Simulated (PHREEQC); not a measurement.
Solution (25 °C): 1.1 mol/kgw NaCl, 0.0116 mol/kgw H3BO3 and 2.7 mol/kgw KBr. Closed to the air; pH follows from the charge balance.

The numbers come from PHREEQC with the Pitzer model, pitzer.dat.

```yaml
pH: 5.40
ionic_strength: 3.80 mol/kgw
activity_of_water: 0.871
density: 1.231 g/cm³
osmotic_coefficient: 1.010
```

```
species     molality  activity   log γ
----------  --------  --------  ------
Br-             2.70      1.69  -0.204
K+              2.70      1.67  -0.209
Cl-             1.10     0.633  -0.240
Na+             1.10     0.937  -0.070
B(OH)3        0.0116   0.00537  -0.334
H+           2.01e-6   4.00e-6   0.299
B(OH)4-      1.99e-6   6.76e-7  -0.469
B3O3(OH)4-   1.14e-8   1.52e-9  -0.876
OH-          4.04e-9   2.21e-9  -0.262
```

Precipitation was switched off in this run. In brines, pH and single-ion activities rest on the MacInnes convention.
